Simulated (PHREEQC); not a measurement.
A solution holds 0.64 mol/kgw NaCl, 0.017 mol/kgw H3BO3 and 0.00013 mol/kgw H4SiO4, at 25 °C. Closed to the air; pH follows from the charge balance.

The numbers come from PHREEQC with the Pitzer model, pitzer.dat.

Each row changes one thing in this solution. This is a speciation only: nothing precipitates in the calculation.

```
case                               pH  H3SiO4- (mol/kgw)  SI of SiO2(a) (SiO2)  SI of Halite (NaCl)
-------------------------------  ----  -----------------  --------------------  -------------------
as made                          5.37            9.61e-9                 -1.17                -2.32
temperature from 25 to 45 °C     5.37            1.80e-8                 -1.34                -2.35
NaCl from 0.64 to 0.704 mol/kgw  5.36            9.69e-9                 -1.17                -2.24
temperature from 25 to 15 °C     5.37            6.59e-9                 -1.08                -2.29
temperature from 25 to 80 °C     5.37            4.00e-8                 -1.57                -2.37
temperature from 25 to 40 °C     5.37            1.56e-8                 -1.30                -2.34
```

Away from 25 °C the constants follow the database's enthalpies or fits; those with neither stay at their 25 °C values.
